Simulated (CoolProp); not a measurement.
Aqueous ethanol as a coolant, at -5 °C, 1 atm.

The numbers come from the Melinder's fits for secondary coolants in CoolProp.

| mass % | freezing point (°C) | density (kg/m³) | viscosity (mPa s) | Prandtl number | conductivity (W/(m K)) |
|---|---|---|---|---|---|
| 18.8 | -10.2 | 977.8 | 6.66 | 65.2 | 0.449 |
| 27 | -17.3 | 970.6 | 8.50 | 88.0 | 0.409 |
| 35.3 | -25.2 | 960.3 | 9.34 | 101 | 0.370 |
| 43.6 | -32.6 | 946.3 | 9.10 | 102 | 0.335 |
| 51.8 | -38.9 | 929.4 | 8.17 | 94.8 | 0.304 |
